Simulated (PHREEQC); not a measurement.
Dissolve 0.0024 mol/kgw Cu(BF4)2, 0.0017 mol/kgw HNO3 and 0.047 mol/kgw H3BO3 at 25 °C. Closed to the air; pH follows from the charge balance.

Model: ion-association model, phreeqc.dat, run in PHREEQC.

```csv
quantity,before,after
pH,2.66,3.09
ionic strength (mol/kgw),0.00955,0.00228
BF4- (mol/kgw),0.00325,0.000330
HF (mol/kgw),0.00137,0.000912
BF3OH- (mol/kgw),0.000868,0.000133
```

Task: What was changed between the two runs?
A. diluted 5-fold with water
B. diluted 2-fold with water
C. H3BO3 from 0.047 to 0.0705 mol/kgw

Result: A, diluted 5-fold with water

This is a speciation only: nothing precipitates in the calculation. Real BF4- forms and hydrolyses slowly; the run takes it at equilibrium.
